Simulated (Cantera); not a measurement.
A perfectly stirred reactor is fed with 9.09 % H₂, 6.06 % O₂, 84.8 % N₂, at 13300 Pa; it is held at 1298 K, and followed from long to short residence time.

Cantera simulation using the H2/O2 subset of GRI-Mech 3.0, which has no nitrogen chemistry; the numbers are that mechanism's predictions, not measurements. The temperature is held fixed by assumption; the heat of reaction is taken as removed at once.

**Question.** Predict: x(H₂) at τ = 27.0 s; x(O₂) at τ = 27.0 s; x(H₂O₂) at τ = 27.0 s; x(OH) at τ = 27.0 s; x(H₂O) at τ = 27.0 s; x(H₂) at τ = 0.250 s; x(O₂) at τ = 0.250 s; x(H₂O₂) at τ = 0.250 s; x(OH) at τ = 0.250 s; x(H₂O) at τ = 0.250 s.

**Answer.** 
- x(H₂) at τ = 27.0 s: 6.96e-5
- x(O₂) at τ = 27.0 s: 0.0159
- x(H₂O₂) at τ = 27.0 s: 3.92e-8
- x(OH) at τ = 27.0 s: 0.000162
- x(H₂O) at τ = 27.0 s: 0.0951
- x(H₂) at τ = 0.250 s: 0.00144
- x(O₂) at τ = 0.250 s: 0.0164
- x(H₂O₂) at τ = 0.250 s: 2.24e-7
- x(OH) at τ = 0.250 s: 0.000755
- x(H₂O) at τ = 0.250 s: 0.0928
